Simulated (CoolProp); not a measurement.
Vapour-liquid equilibrium of n-pentane (1) + cyclohexane (2) at 0.0439 MPa; x and y are mole fractions of (1).

Values from CoolProp's multi-fluid Helmholtz-energy mixture model, Thol 2019 and Zhou 2014; pair parameters Bell 2016.

Problem. Give the bubble temperature and the first vapour's composition at x = 0.35, 0.5, 0.65. Is there an azeotrope?

Solution. x = 0.35: 31.5 °C, y = 0.732; x = 0.5: 26.0 °C, y = 0.833; x = 0.65: 21.6 °C, y = 0.901. No azeotrope shows between x = 0.05 and 0.95.

Pair parameters are fitted to limited data, so mixtures are less certain than the pure fluids.
